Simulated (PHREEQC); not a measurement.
Make-up at 22 °C: 0.0012 mol/kgw HCl, 0.00054 mol/kgw FeCl3 and 0.012 mol/kgw Fe2(SO4)3. Closed to the air; pH follows from the charge balance.

Model: ion-association model, phreeqc.dat, run in PHREEQC.

Precipitation was switched off in this run.

Estimate the pH.

pH 2.68.

In which forms is Cl present?

Cl- 99 %, FeCl+2 1.3 % of the Cl.

Saturation is exceeded, for instance for Hematite (slow to form), Goethite (slow to form); the values hold only as long as no solid forms. Species that the database lacks are ignored.
